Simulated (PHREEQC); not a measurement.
**Metal-bearing waste water: an equilibrium model**

Consider water at 25 °C with 0.0012 mol CuSO4, 0.0003 mol CuCl2, 0.0055 mol HCl and 0.00012 mol Na2SO4 per kg of water. Closed to the air; pH follows from the charge balance.

Computed with PHREEQC (ion-association model, phreeqc.dat).

This is a speciation only: nothing precipitates in the calculation.

**Question.** Estimate the pH, specific conductance, ionic strength.

**Answer.** pH 2.33; specific conductance 2400 µS/cm; ionic strength 0.0105 mol/kgw.

**Question.** In which forms is Cu present?

**Answer.** Cu+2 92 %, CuSO4 7.5 %, CuCl+ 1.0 % of the Cu.
